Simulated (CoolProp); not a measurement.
R1234yf along the isotherm 136.85 °C: density (kg/m³) from the reference equation and from simpler models built on Tc = 94.7 °C, pc = 3.384 MPa, ω = 0.276; each cubic takes its own stable root.

The numbers come from the reference Helmholtz-energy equation of state, Lemmon 2022 in CoolProp.

```tsv
p (MPa)	phase	reference
0.0268	gas	0.8983
0.0476	gas	1.598
0.0846	gas	2.847
0.15	gas	5.072
0.268	gas	9.141
0.476	gas	16.49
0.846	gas	30.17
1.5	gas	56.55
2.68	gas	113.7
4.76	supercritical	272.7
8.46	supercritical	653.7
```

Problem. How far does each simpler model (ideal gas, van der Waals, Redlich-Kwong, Soave-Redlich-Kwong, Peng-Robinson) lie from the reference over these 11 states: mean and median of the absolute difference, and the worst?

Solution. 
- ideal gas: mean 13.1 %, median 3.5 %, worst -56.7 % at 136.85 °C and 8.46 MPa
- van der Waals: mean 3.0 %, median 0.2 %, worst -17.8 % at 136.85 °C and 8.46 MPa
- Redlich-Kwong: mean 1.5 %, median 0.1 %, worst -8.8 % at 136.85 °C and 8.46 MPa
- Soave-Redlich-Kwong: mean 2.0 %, median 0.1 %, worst -15.6 % at 136.85 °C and 8.46 MPa
- Peng-Robinson: mean 1.2 %, median 0.4 %, worst -8.5 % at 136.85 °C and 8.46 MPa
